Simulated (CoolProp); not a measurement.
Vapour-liquid equilibrium of ethanol (1) + o-xylene (2) at 474 K; x and y are mole fractions of (1).

The numbers come from the multi-fluid Helmholtz-energy mixture model, Schroeder 2014 and Zhou 2012; pair parameters Bell 2016 in CoolProp.

Task: Give the bubble pressure and the first vapour's composition at x = 0.35, 0.5, 0.95. Is there an azeotrope?

Result: x = 0.35: 16.98 bar, y = 0.781; x = 0.5: 19.86 bar, y = 0.824; x = 0.95: 29.08 bar, y = 0.977. No azeotrope shows between x = 0.05 and 0.95.

Pair parameters are fitted to limited data, so mixtures are less certain than the pure fluids.
